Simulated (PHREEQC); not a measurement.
Solution (6.9 °C): 2.2 mmol/kgw Cu(BF4)2 and 39 mmol/kgw Na2SO4. Closed to the air; pH follows from the charge balance.

Equilibrium calculation in PHREEQC: ion-association model, phreeqc.dat.

Each row changes one thing in this solution. No solid was allowed to form.

```json
[
 {"case": "as made", "pH": "3.09", "ionic strength (mol/kgw)": "0.112"},
 {"case": "Na2SO4 from 0.039 to 0.0078 mol/kgw", "pH": "3.02", "ionic strength (mol/kgw)": "0.0279"},
 {"case": "Na2SO4 left out", "pH": "(withheld)", "ionic strength (mol/kgw)": "(withheld)"},
 {"case": "Cu(BF4)2 left out", "pH": "7.45", "ionic strength (mol/kgw)": "(withheld)"},
 {"case": "Cu(BF4)2 from 0.0022 to 0.0044 mol/kgw", "pH": "3.03", "ionic strength (mol/kgw)": "(withheld)"},
 {"case": "diluted 100-fold with water", "pH": "(withheld)", "ionic strength (mol/kgw)": "0.00134"},
 {"case": "Cu(BF4)2 from 0.0022 to 0.0033 mol/kgw", "pH": "3.06", "ionic strength (mol/kgw)": "0.113"}
]
```

### Question
Complete the blanks.

### Answer

- Na2SO4 left out, pH: 2.97
- Na2SO4 left out, ionic strength (mol/kgw): 0.00766
- Cu(BF4)2 left out, ionic strength (mol/kgw): 0.109
- Cu(BF4)2 from 0.0022 to 0.0044 mol/kgw, ionic strength (mol/kgw): 0.115
- diluted 100-fold with water, pH: 3.97

Away from 25 °C the constants follow the database's enthalpies or fits; those with neither stay at their 25 °C values. Real BF4- forms and hydrolyses slowly; the run takes it at equilibrium.
